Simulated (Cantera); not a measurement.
A closed system holds: 1 mol Si, 0.0014 mol O₂, 6.8 mol N₂, at 500 °C and 75.0 Torr.

These are equilibrium values from Cantera (NASA tables, ideal gas, pure condensed phases), not measurements of a reactor. Candidate condensed phases: Si, SiO₂, Si₂N₂O, Si₃N₄; 16 gas species. N₂ is the only nitrogen source here; it is nearly inert below about 1500 K, so the nitride shown seldom forms there in practice. Kinetics and transport are ignored.

Question: What is the equilibrium state?

Answer: 
```json
{
 "x(N₂)": "1.00",
 "n(Si₂N₂O(s))": "0.00280 mol",
 "n(Si₃N₄(s))": "0.331 mol",
 "gas_amount": "6.134 mol",
 "log10 activity of Si(s) (absent)": "-10.35"
}
```
